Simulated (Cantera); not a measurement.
**Hydrocarbon pyrolysis for carbon deposition**

An isothermal, constant-pressure homogeneous reactor starts with C2H6 : N2 = 1 : 76 (molar parts), at 1173 K and 0.000711 atm.

Detailed kinetics in Cantera: GRI-Mech 3.0 (53 species, 325 reactions). GRI-Mech 3.0 stops at C3 and has no aromatics, soot or wall deposition, so with more carbon than oxygen in the feed, carbon stays in small species such as C2H2 where larger ones or solid carbon would form. Radical loss at walls, strong at low pressure, is not modelled.

```csv
t (s),x C2H6,x CH3,x H,x HCN,x CH4,x C2H2
4.00e-6,0.0130,7.86e-10,<1e-12,<1e-12,<1e-12,<1e-12
1.19e-5,0.0130,2.35e-9,<1e-12,<1e-12,<1e-12,<1e-12
3.56e-5,0.0130,7.00e-9,<1e-12,<1e-12,<1e-12,<1e-12
0.000106,0.0130,2.09e-8,<1e-12,<1e-12,1.63e-12,<1e-12
0.000317,0.0130,6.23e-8,2.95e-12,<1e-12,1.45e-11,<1e-12
0.000948,0.0130,1.86e-7,1.20e-11,<1e-12,1.29e-10,<1e-12
0.00283,0.0130,5.54e-7,1.12e-10,<1e-12,1.14e-9,<1e-12
0.00844,0.0130,1.65e-6,1.65e-9,<1e-12,1.02e-8,<1e-12
0.0252,0.0130,4.86e-6,2.02e-8,<1e-12,8.98e-8,<1e-12
0.0752,0.0130,1.40e-5,1.99e-7,<1e-12,7.80e-7,1.96e-11
0.224,0.0129,3.82e-5,1.47e-6,1.96e-11,6.52e-6,8.40e-9
0.670,0.0124,0.000108,4.17e-6,1.11e-9,5.52e-5,1.30e-6
2.00,0.00989,0.000234,8.17e-6,6.06e-9,0.000456,5.75e-5
```
x: mole fraction; the columns are a selection and need not sum to one.

Equilibrium at this temperature and pressure: C2H6 4.15e-12, CH3 6.68e-9, H 7.03e-7, HCN 0.0189, CH4 1.27e-5, C2H2 0.00320 (gas phase only).
